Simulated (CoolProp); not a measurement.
Dimethyl carbonate at 334.69 K and 0.0139 MPa is throttled through a valve to 0.0057 MPa with no heat exchange. Each further row changes one setting.

Model: reference Helmholtz-energy equation of state, Zhou 2011, in CoolProp.

```csv
case,temperature change (K),final density (kg/m³)
as stated,-0.2,?
outlet pressure 0.00171 MPa,?,0.0554
outlet pressure 0.00741 MPa,-0.2,?
```

Question: Fill in the missing entries.

Answer: 
- as stated, final density (kg/m³): 0.185
- outlet pressure 0.00171 MPa, temperature change (K): -0.4
- outlet pressure 0.00741 MPa, final density (kg/m³): 0.241
